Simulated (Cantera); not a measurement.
Input (Python, Cantera):

```python
import numpy as np
import cantera as ct

gas = ct.Solution("h2o2.yaml")
gas.TPX = 325, 101325, {'H2': 1, 'O2': 0.179, 'N2': 0.671}
flame = ct.FreeFlame(gas, width=0.04)
flame.set_refine_criteria(ratio=3, slope=0.08, curve=0.16)
flame.transport_model = "mixture-averaged"
flame.solve(loglevel=0, auto=True)
z, T = flame.grid, flame.T
thick = (T[-1] - T[0]) / np.gradient(T, z).max()
show = ['H2', 'O2', 'OH', 'O', 'H', 'HO2']
print(f"laminar burning velocity  {flame.velocity[0] * 100:.3f} cm/s")
print(f"burnt temperature         {T[-1]:.1f} K")
print(f"thermal thickness         {thick * 1e3:.4f} mm")
print(f"grid points               {len(z)}")
z0 = z[flame.heat_release_rate.argmax()]
print(f"{'z/mm':>9s}{'T/K':>9s}{'u/(m/s)':>9s}" + "".join(f"{s:>11s}" for s in show))
rows = []
for k in (-3, -2, -1.5, -1, -0.5, -0.25, 0, 0.25, 0.5, 1, 2, 4, 8):
    zz = z0 + k * thick
    rows.append([k * thick, np.interp(zz, z, T), np.interp(zz, z, flame.velocity),
                 *(np.interp(zz, z, flame.X[gas.species_index(s)]) for s in show)])
    print(f"{rows[-1][0] * 1e3:9.3f}{rows[-1][1]:9.1f}{rows[-1][2]:9.3f}" + "".join(f"{x:11.3e}" for x in rows[-1][3:]))
```

Output:

```
laminar burning velocity  277.627 cm/s
burnt temperature         1836.0 K
thermal thickness         0.3682 mm
grid points               122
     z/mm      T/K  u/(m/s)         H2         O2         OH          O          H        HO2
   -1.105    325.0    2.776  5.405e-01  9.676e-02  1.161e-15  5.304e-13  1.199e-16  2.527e-12
   -0.736    325.0    2.776  5.405e-01  9.676e-02  7.654e-14  3.288e-11  7.763e-15  2.984e-10
   -0.552    325.1    2.777  5.405e-01  9.676e-02  3.929e-12  6.148e-10  3.031e-13  1.018e-08
   -0.368    325.9    2.782  5.403e-01  9.682e-02  1.055e-09  1.246e-08  7.508e-11  3.798e-07
   -0.184    371.5    3.134  5.334e-01  9.772e-02  1.918e-05  2.691e-06  1.149e-05  1.733e-04
   -0.092    648.0    5.301  5.032e-01  9.116e-02  5.251e-04  1.082e-04  2.969e-03  2.513e-04
    0.000   1005.2    8.023  4.492e-01  6.916e-02  5.538e-04  6.427e-04  1.846e-02  9.222e-05
    0.092   1259.2    9.989  3.915e-01  3.456e-02  9.621e-04  1.182e-03  3.999e-02  3.822e-05
    0.184   1393.2   11.049  3.596e-01  1.147e-02  9.817e-04  7.008e-04  5.115e-02  1.210e-05
    0.368   1499.8   11.855  3.497e-01  9.990e-04  8.834e-04  1.609e-04  4.984e-02  9.779e-07
    0.736   1587.3   12.475  3.559e-01  4.386e-05  8.720e-04  8.166e-05  3.938e-02  4.483e-08
    1.473   1668.0   13.033  3.636e-01  1.278e-05  7.710e-04  4.826e-05  2.806e-02  1.584e-08
    2.946   1733.8   13.479  3.702e-01  6.083e-06  5.931e-04  2.334e-05  1.840e-02  8.347e-09
```

Cantera simulation using the H2/O2 subset of GRI-Mech 3.0, which has no nitrogen chemistry; the numbers are that mechanism's predictions, not measurements. Burning velocities carry a grid error of a few per cent, more on coarse grids.
